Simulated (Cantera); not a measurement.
A closed system holds: 1 mol Cu₂O, 1.3 mol CO, 6.5 mol N₂, equilibrated at 133 Pa.

Cantera equilibrium calculation (NASA polynomials, part measured and part estimated; ideal gas, pure solids and liquids). Candidate condensed phases: C, Cu, CuO, Cu₂O; 27 gas species. The numbers say what is thermodynamically allowed, not how fast it happens.

x: gas mole fraction; n: condensed amount in mol.

| T (K) | x N₂ | x Cu | x CO₂ | x CO | x O | x O₂ | n Cu(s) | n Cu(l) |
|---|---|---|---|---|---|---|---|---|
| 875 | 0.833 | 3.77e-11 | 0.128 | 0.0385 | <1e-12 | <1e-12 | 2.00 | 0 |
| 1075 | 0.833 | 1.92e-7 | 0.128 | 0.0385 | <1e-12 | <1e-12 | 2.00 | 0 |
| 1275 | 0.833 | ? | 0.128 | 0.0385 | ? | ? | 2.00 | 0 |
| 1475 | 0.830 | 0.00402 | 0.128 | 0.0383 | 2.40e-8 | 9.32e-8 | 0 | 1.97 |
| 1675 | 0.762 | 0.0856 | 0.117 | 0.0352 | 4.35e-6 | 2.17e-5 | 0 | 1.27 |
| 1875 | 0.662 | 0.204 | ? | 0.0336 | ? | ? | 0 | 0 |
| 2075 | 0.654 | 0.201 | 0.0774 | 0.0535 | 0.00306 | 0.00919 | 0 | 0 |
| 2275 | 0.638 | 0.197 | 0.0424 | 0.0855 | 0.0158 | 0.0181 | 0 | 0 |
| 2475 | 0.619 | 0.191 | 0.0154 | 0.109 | 0.0438 | 0.0156 | 0 | 0 |

### Question
Complete the blanks.

### Answer

- 1875, x CO₂: 0.0988
- 1875, x O: 0.000230
- 1875, x O₂: 0.00122
- 1275, x Cu: 6.49e-5
- 1275, x O: 2.56e-11
- 1275, x O₂: 7.03e-11
